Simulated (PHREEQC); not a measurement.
0.099 g of hydrous ferric oxide (600 m²/g; 0.2 weak and 0.005 strong sites per Fe, Dzombak-Morel constants, diffuse double layer) in 1 kg of water with 0.01 mol/kgw of an inert sodium salt and 0.0058 mmol/kgw BaCl2, at 25 °C; the pH is set by adding NaOH or the inert anion's acid. O2 is buffered at 0.21 atm. No CO2 enters from the air. No solid was allowed to form.

Computed with PHREEQC (ion-association model, wateq4f.dat).

```
pH   Ba sorbed (%)  surface charge σ (C/m²)  surface potential ψ (mV)
---  -------------  -----------------------  ------------------------
3              0.0                    0.325                       203
3.5            0.0                        ?                       197
4              0.0                    0.216                       185
4.5            0.0                    0.160                       170
5              0.0                    0.113                       152
5.5            0.0                        ?                       132
6.5            0.1                    0.030                        86
7              0.7                    0.017                        61
7.5            5.3                    0.008                         ?
8             25.4                    0.002                         7
8.5           57.9                   -0.004                       -18
9             81.1                   -0.012                       -45
```

### Question
Some entries are withheld; supply them.

### Answer

- 3.5, surface charge σ (C/m²): 0.275
- 5.5, surface charge σ (C/m²): 0.077
- 7.5, surface potential ψ (mV): 34

Complexes and solids missing from the database can't appear. The oxide is taken as insoluble; below pH 4 it would dissolve.
